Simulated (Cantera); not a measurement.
Feed: 1 mol CH3SiCl3, 0.042 mol HCl, 570 mol H2, at 1350 °C and 0.0360 bar.

Method: chemical equilibrium by Gibbs-energy minimisation in Cantera with the NASA 1993 tables (ideal gas, pure condensed phases). Candidate condensed phases: C, C6H6, C7H8, C8H18, Si, SiC; 109 gas species. The feed counts by its element totals alone. Equilibrium is a limit: real reactors are often held back by kinetics, nucleation or transport.

Problem. What is the equilibrium state?

Solution. 
```json
{
  "x(H2)": "0.994",
  "x(HCl)": "0.00529",
  "x(H)": "0.000363",
  "x(SiCl2)": "7.86e-6",
  "x(CH4)": "7.51e-6",
  "x(Cl)": "1.52e-6",
  "n(SiC(s))": "0.995 mol",
  "gas_amount": "573.1 mol",
  "log10 activity of C(graphite) (absent)": "-0.85",
  "log10 activity of Si(s) (absent)": "-1.10"
}
```
